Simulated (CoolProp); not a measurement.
Vapour-liquid equilibrium of CH2F2 (R32) (1) + R143a (2) at 208.6 K; x and y are mole fractions of (1).

The numbers come from the multi-fluid Helmholtz-energy mixture model, Tillner-Roth 1997 and Lemmon and Jacobsen 2000; pair parameters Bell 2016 in CoolProp.

Q: Give the bubble pressure and the first vapour's composition at x = 0.05, 0.2, 0.5. Is there an azeotrope?

A: x = 0.05: 0.04295 MPa, y = 0.087; x = 0.2: 0.04714 MPa, y = 0.287; x = 0.5: 0.05179 MPa, y = 0.554. y crosses x between x = 0.65 and 0.8: the model has an azeotrope there.

Pair parameters are fitted to limited data, so mixtures are less certain than the pure fluids.
